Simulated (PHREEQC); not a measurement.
0.034 g of hydrous ferric oxide (600 m²/g; 0.2 weak and 0.005 strong sites per Fe, Dzombak-Morel constants, diffuse double layer) in 1 kg of water with 0.1 mol/kgw of an inert sodium salt and 1.7e-06 mol ZnSO4 and 3.8e-06 mol CuCl2, at 25 °C; the pH is set by adding NaOH or the inert anion's acid. Oxygen alone is held at its pressure in air (log pO2 = -0.68). No CO2 enters from the air. Precipitation was switched off in this run.

Base run: PHREEQC, ion-association model, wateq4f.dat. Each further column changes one thing. The table gives S sorbed (%).

| pH | base | no electrostatic term (-no_edl) | background salt from 0.1 to 0.01 mol/kgw | oxide from 0.034 to 0.17 g/kgw |
|---|---|---|---|---|
| 3 | 89.8 | 0.0 | 99.9 | 98.1 |
| 4 | 86.4 | 0.0 | 99.7 | 97.3 |
| 4.5 | 79.1 | 0.0 | 99.0 | 95.5 |
| 5 | 62.9 | 0.0 | 96.5 | 90.3 |
| 6 | 15.7 | 0.0 | 58.2 | 46.6 |
| 7 | 1.0 | 0.0 | 4.0 | 3.8 |
| 7.5 | 0.2 | 0.0 | 0.6 | 0.7 |
| 8 | 0.0 | 0.0 | 0.1 | 0.1 |
| 9 | 0.0 | 0.0 | 0.0 | 0.0 |

The database's constant for dissolved Cu(OH)2 is higher than later reviews accept. The oxide is taken as insoluble; below pH 4 it would dissolve.
